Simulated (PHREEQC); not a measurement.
A solution holds 23 mmol/kgw CuSO4, 5.6 mmol/kgw CuCl2, 1.5 mmol/kgw HCl and 0.71 mmol/kgw Na2SO4, at 25 °C. It is in equilibrium with CO2 at log p = -3.4 (atm). Otherwise closed; pH follows from the charge balance.

Model: ion-association model, wateq4f.dat, run in PHREEQC.

No solid was allowed to form.

**Question.** Order these Cu species by the share of Cu that they hold, largest first: CuCl+, CuSO4, Cu+2.

**Answer.** Cu+2 (66 %), CuSO4 (33 %), CuCl+ (0.96 %)

The pH is 3.10 and the ionic strength 0.0731 mol/kgw.
